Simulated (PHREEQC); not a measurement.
A made-up water analysis in mmol/kgw, 25 °C, pH 7.09, pe 8.6: Na 7.44; K 0.00364; Ca 2.08; Mg 0.486; Cl 7.85; S(6) 2.19; Alkalinity (meq/kgw) 0.415; Br 0.208; Zn 0.00148; B 0.0258; Cd 0.112.

Valence states are taken as typed.

The numbers come from PHREEQC with the ion-association model, wateq4f.dat.

Precipitation was switched off in this run.

**Question.** Order these Cd species by the share of Cd that they hold, largest first: CdCl+, CdCl2, CdSO4, CdBr+, Cd+2.

**Answer.** Cd+2 (59 %), CdCl+ (27 %), CdSO4 (11 %), CdBr+ (1.1 %), CdCl2 (0.67 %)

The pH is 7.09 and the ionic strength 0.0162 mol/kgw. Examples of supersaturated solids here: Otavite. Others may be too.
